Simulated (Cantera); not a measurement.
Ammonia decomposition in nitride growth gas

An isothermal, constant-pressure homogeneous reactor starts with NH₃ : N₂ = 2.8 : 8.5 (molar parts), at 2050 K and 97.5 Torr.

Cantera simulation using the gas-phase N/H chemistry of the illustrative SiF4/NH3 mechanism in the Surface Chemkin manual (1991); the numbers are that mechanism's predictions, not measurements. Walls and surfaces, which speed up NH3 decomposition in real reactors, are not modelled.

| t (s) | x NH₃ | x H₂ | x NH | x N₂H₄ | x N₂ | x N₂H₂ | x N |
|---|---|---|---|---|---|---|---|
| 1.00e-6 | 0.248 | 1.83e-7 | 2.44e-12 | <1e-12 | 0.752 | <1e-12 | <1e-12 |
| 3.74e-6 | 0.248 | 1.49e-6 | 8.73e-11 | <1e-12 | 0.752 | 4.55e-12 | <1e-12 |
| 1.40e-5 | 0.248 | 7.41e-6 | 1.91e-9 | 9.10e-12 | 0.752 | 1.96e-10 | <1e-12 |
| 5.23e-5 | 0.248 | 2.97e-5 | 3.88e-8 | 1.43e-10 | 0.752 | 4.34e-9 | 3.24e-11 |
| 0.000196 | 0.248 | 0.000116 | 7.57e-7 | 2.01e-9 | 0.752 | 8.21e-8 | 1.81e-9 |
| 0.000731 | 0.247 | 0.000638 | 5.31e-6 | 2.06e-8 | 0.752 | 1.10e-6 | 1.97e-8 |
| 0.00273 | 0.243 | 0.00472 | 9.73e-6 | 3.76e-8 | 0.751 | 2.30e-6 | 1.09e-7 |
| 0.0102 | 0.230 | 0.0208 | 1.27e-5 | 2.78e-8 | 0.748 | 2.12e-6 | 4.16e-7 |
| 0.0382 | 0.187 | 0.0722 | 1.52e-5 | 1.61e-8 | 0.740 | 1.60e-6 | 1.01e-6 |
| 0.143 | 0.0926 | 0.186 | 1.33e-5 | 5.34e-9 | 0.721 | 6.79e-7 | 1.41e-6 |
| 0.535 | 0.00989 | 0.285 | 6.12e-6 | 2.38e-10 | 0.704 | 5.33e-8 | 1.42e-6 |
| 2.00 | 1.60e-5 | 0.296 | 1.96e-7 | <1e-12 | 0.701 | 9.02e-12 | 2.04e-7 |
x: mole fraction; the columns are a selection and need not sum to one.

Equilibrium at this temperature and pressure: NH₃ 3.23e-7, H₂ 0.296, NH 4.02e-9, N₂H₄ <1e-12, N₂ 0.701, N₂H₂ <1e-12, N 4.22e-9 (gas phase only).
